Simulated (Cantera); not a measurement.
A diamond (100) surface in a fixed gas of H2 with x(CH4) = 0.0061, x(H) = 0.0062, at 1298 K, 1400 Pa; coverages are run to steady state.

Model: the Harris–Goodwin 1993 mechanism for the reconstructed diamond (100) surface, integrated in Cantera.

θ: site fractions in the mechanism's names (c6HH fully hydrogenated, c6H* and c6*H radical sites, c6** diradical, c6HM methylated).

```json
[
 {"x(CH3)": "1e-06", "growth (µm/h)": "0.00219", "θ c6HH": "0.385", "θ c6H*": "0.0488", "θ c6*H": "0.523", "θ c6**": "0.0433", "θ c6HM": "…"},
 {"x(CH3)": "2.7e-06", "growth (µm/h)": "0.00591", "θ c6HH": "0.385", "θ c6H*": "0.0488", "θ c6*H": "0.523", "θ c6**": "0.0433", "θ c6HM": "…"},
 {"x(CH3)": "7.4e-06", "growth (µm/h)": "0.0162", "θ c6HH": "0.385", "θ c6H*": "0.0488", "θ c6*H": "0.523", "θ c6**": "0.0433", "θ c6HM": "…"},
 {"x(CH3)": "2e-05", "growth (µm/h)": "0.0438", "θ c6HH": "0.385", "θ c6H*": "0.0488", "θ c6*H": "0.523", "θ c6**": "0.0433", "θ c6HM": "…"},
 {"x(CH3)": "5.5e-05", "growth (µm/h)": "0.120", "θ c6HH": "0.385", "θ c6H*": "0.0488", "θ c6*H": "0.523", "θ c6**": "0.0432", "θ c6HM": "…"},
 {"x(CH3)": "0.00015", "growth (µm/h)": "0.327", "θ c6HH": "0.385", "θ c6H*": "0.0488", "θ c6*H": "0.523", "θ c6**": "0.0431", "θ c6HM": "…"},
 {"x(CH3)": "0.00041", "growth (µm/h)": "0.886", "θ c6HH": "0.385", "θ c6H*": "0.0487", "θ c6*H": "0.522", "θ c6**": "0.0427", "θ c6HM": "…"},
 {"x(CH3)": "0.0011", "growth (µm/h)": "2.33", "θ c6HH": "0.384", "θ c6H*": "0.0487", "θ c6*H": "0.522", "θ c6**": "0.0417", "θ c6HM": "…"},
 {"x(CH3)": "0.003", "growth (µm/h)": "5.99", "θ c6HH": "0.383", "θ c6H*": "0.0484", "θ c6*H": "0.519", "θ c6**": "0.0391", "θ c6HM": "…"}
]
```

**Question.** Complete the blanks.

**Answer.** 
- 1e-06, θ c6HM: 6.87e-7
- 2.7e-06, θ c6HM: 1.86e-6
- 7.4e-06, θ c6HM: 5.09e-6
- 2e-05, θ c6HM: 1.37e-5
- 5.5e-05, θ c6HM: 3.78e-5
- 0.00015, θ c6HM: 0.000103
- 0.00041, θ c6HM: 0.000280
- 0.0011, θ c6HM: 0.000744
- 0.003, θ c6HM: 0.00197
